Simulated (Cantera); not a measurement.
A Cantera script and what it prints.

```python
import numpy as np
import cantera as ct

gas_names = """
    N NO NO2 NO3 N2 N2O O O2 O3 Si SiN SiO SiO2 Si2 Si2N Si3
""".split()
cond_names = """
    Si(cr) Si(L) SiO2(Lqz) SiO2(hqz) SiO2(L) Si2N2O(s) Si3N4(a)
""".split()


# ... load() reads the species with a 1 bar reference pressure and builds the phases ...
atoms = {
    'Si3N4': {'Si': 3, 'N': 4},
    'O2': {'O': 2},
    'N2': {'N': 2},
}
top_T = {'Si2N2O(s)': 2100, 'Si3N4(a)': 2400}  # K; cautious upper limits of use, not melting points


# ... equilibrate(T, P, feed) seeds the gas with the atoms and calls Mixture.equilibrate('TP', solver="vcs", rtol=1e-11, max_steps=5000) ...
results = []
feed = {'Si3N4': 1, 'O2': 0.032, 'N2': 500}  # mol
T = 1225  # K
P = 13332.2  # Pa
mix = equilibrate(T, P, feed)
results.append((T, P, feed, dict(zip(mix.species_names, mix.species_moles))))
x = sorted(zip(gas.X, gas.species_names), reverse=True)
print(f"T = {T:g} K  P = {P:g} Pa  gas = {mix.phase_moles(0):.4g} mol")
print("   x: " + "  ".join(f"{s} {v:.3e}" for v, s in x if v > 1e-06))
print("   condensed (mol): " + ("  ".join(f"{mix.phase(i).name} {mix.phase_moles(i):.4g}"
      for i in range(1, mix.n_phases) if mix.phase_moles(i) > 1e-12) or "none"))
```

It prints:

```
T = 1225 K  P = 13332.2 Pa  gas = 500 mol
   x: N2 1.000e+00
   condensed (mol): Si2N2O(s) 0.064  Si3N4(a) 0.9573
```

Cantera equilibrium calculation (NASA polynomials, part measured and part estimated; ideal gas, pure solids and liquids). Mutual solubility and eutectic melting of coexisting phases are not modelled.
